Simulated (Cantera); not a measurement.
Feed: 1 mol PbO, 0.7 mol C, 0.37 mol CO, equilibrated at 5330 Torr.

Equilibrium computed with Cantera from the NASA thermochemical tables; the gas is ideal and each condensed phase is pure. Candidate condensed phases: C, Pb, PbO, PbO₂, Pb₃O₄; 15 gas species. Gases not in the tables: (PbO)n polymers. Equilibrium is a limit: real reactors are often held back by kinetics, nucleation or transport.

log p: log10 of the partial pressure in bar; n: condensed amount in mol.

| T (K) | log p CO | log p Pb | log p CO₂ | log p PbO | log p Pb₂ | log p O | n Pb(l) |
|---|---|---|---|---|---|---|---|
| 1898 | 0.68 | -0.30 | 0.27 | -2.60 | -2.82 | (withheld) | 0.918 |
| 1998 | 0.65 | -0.05 | 0.24 | -2.15 | -2.42 | (withheld) | 0.845 |
| 2098 | 0.61 | 0.17 | 0.19 | -1.75 | -2.06 | (withheld) | 0.713 |
| 2198 | 0.54 | 0.37 | 0.11 | -1.39 | -1.73 | (withheld) | 0.452 |
| 2298 | 0.44 | 0.52 | -0.02 | -1.12 | -1.50 | (withheld) | 0 |
| 2398 | 0.44 | 0.52 | -0.03 | -1.00 | -1.57 | (withheld) | 0 |
| 2498 | 0.44 | 0.51 | -0.04 | -0.89 | -1.63 | (withheld) | 0 |
| 2598 | 0.45 | 0.51 | -0.06 | -0.80 | -1.70 | (withheld) | 0 |

Complete the blanks.


- 1898, log p O: -7.21
- 1998, log p O: -6.48
- 2098, log p O: -5.82
- 2198, log p O: -5.23
- 2298, log p O: -4.70
- 2398, log p O: -4.21
- 2498, log p O: -3.77
- 2598, log p O: -3.36
